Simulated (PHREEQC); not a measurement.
**Hard or scaling water**

Dissolve 0.00034 mol Ca(HCO3)2, 0.037 mol NaBF4 and 0.00017 mol NaCl per kg of water at 25 °C. Closed to the air; pH follows from the charge balance.

Equilibrium calculation in PHREEQC: ion-association model, phreeqc.dat.

No solid was allowed to form.

**Question.** What pH, ionic strength does the model give?

**Answer.** pH 2.90; ionic strength 0.0396 mol/kgw.

**Question.** In which forms is B present?

**Answer.** BF4- 89 %, BF3OH- 6.3 %, H3BO3 3.4 %, BF2(OH)2- 1.7 % of the B.

Examples of supersaturated solids here: Fluorite. Others may be too. Real BF4- forms and hydrolyses slowly; the run takes it at equilibrium.
